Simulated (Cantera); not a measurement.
Feed: 1 mol B2O3, 1.5 mol N2, 1.4 mol H2, 0.39 mol H2O, held at 1473 K and 44.0 mbar.

Equilibrium computed with Cantera from the NASA thermochemical tables; the gas is ideal and each condensed phase is pure. Candidate condensed phases: B, BN, B2O3, B3O3H3, H2O; 39 gas species. Gases not in the tables: H3BO3. Rates play no part.

Base state: N2 0.449, H2 0.419, H2O 0.102, HBO2 0.0290, B2O3 0.000281, HBO 5.47e-5, H 3.90e-5, (HBO2)3 3.41e-5 (mole fractions); condensed: B2O3(l).

Q: What changes in the equilibrium state with this change: temperature from 1473 K to 1150 K?

A: 
```tsv
species	before	after
N2	0.449	0.456
H2	0.419	0.425
H2O	0.102	0.118
HBO2	0.0290	0.000646
B2O3	0.000281	3.78e-8
HBO	5.47e-5	7.40e-8
B2O3(l), mol	0.950	0.998
```
